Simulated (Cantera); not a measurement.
Input: 1 mol B2O3, 7 mol N2, 3.3 mol H2, equilibrated at 31.0 mbar.

Equilibrium computed with Cantera from the NASA thermochemical tables; the gas is ideal and each condensed phase is pure. Candidate condensed phases: B, BN, B2O3, B3O3H3, H2O; 39 gas species. Equilibrium is a limit: real reactors are often held back by kinetics, nucleation or transport. All values below are at 2098 K.

Base state: N2 0.614, H2 0.253, B2O3 0.0490, HBO2 0.0354, HBO 0.0222, BO 0.0102, H 0.00879, B2O2 0.00463 (mole fractions); condensed: gas only.

**Question.** What changes in the equilibrium state with this change: H2 from 3.3 to 1.5 mol?

**Answer.** 
```csv
species,before,after
N2,0.614,0.730
H2,0.253,0.127
B2O3,0.0490,0.0688
HBO,0.0222,0.0165
HBO2,0.0354,0.0334
BO,0.0102,0.0108
H2O,0.00309,0.00196
H,0.00879,0.00622
BO2,0.000176,0.000235
OH,1.27e-5,1.14e-5
```
